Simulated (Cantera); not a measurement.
A closed system holds: 1 mol C2F6, 1.6 mol H2, at 1127 °C and 2500 Pa.

These are equilibrium values from Cantera (NASA tables, ideal gas, pure condensed phases), not measurements of a reactor. Candidate condensed phases: C, C6H6, C7H8, C8H18; 95 gas species. The feed counts by its element totals alone. Gases not in the tables: C2F6 and larger saturated fluorocarbons. Rates play no part.

Base state: HF 0.820, CF4 0.179, CF2 2.31e-5 (mole fractions); condensed: C(graphite).

**Question.** What changes in the equilibrium state with this change: temperature from 1127 °C to 3152 °C?

**Answer.** 
```tsv
species	before	after
F	3.33e-6	0.425
HF	0.820	0.334
H	2.96e-9	0.0943
CF4	0.179	2.16e-9
C3	<1e-9	0.0529
CF	<1e-9	0.0458
C	<1e-9	0.0303
C2	<1e-9	0.0135
C2H	<1e-9	0.000945
C5	<1e-9	0.000564
C4	<1e-9	0.000227
H2	9.23e-9	0.000902
CH	<1e-9	3.50e-5
C(graphite), mol	1.30	0
```

**Question.** What changes in the equilibrium state with this change: H2 from 1.6 to 0.091 mol?

**Answer.** 
| species | before | after |
|---|---|---|
| CF4 | 0.179 | 0.889 |
| HF | 0.820 | 0.111 |
| CF2 | 2.31e-5 | 5.13e-5 |
| CF3 | 5.93e-6 | 1.97e-5 |
| C(graphite), mol | 1.30 | 0.545 |

**Question.** What changes in the equilibrium state with this change: 1.3 mol HCl added?

**Answer.** 
```tsv
species	before	after
HF	0.820	0.698
HCl	0	0.129
CF4	0.179	0.0996
Cl2	0	0.0368
Cl	0	0.0345
CClF3	0	0.00197
CCl2F2	0	3.45e-5
C(graphite), mol	1.30	1.45
```
